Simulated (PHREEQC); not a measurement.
A solution holds 0.91 mol/kgw CaCl2 and 0.021 mol/kgw H3BO3, at 25 °C. Closed to the air; pH follows from the charge balance.

Model: Pitzer model, pitzer.dat, run in PHREEQC.

This is a speciation only: nothing precipitates in the calculation.

Task: Estimate the pH, osmotic coefficient.

Result: pH 4.64; osmotic coefficient 1.024.

Complexes and solids missing from the database can't appear. In brines, pH and single-ion activities rest on the MacInnes convention.
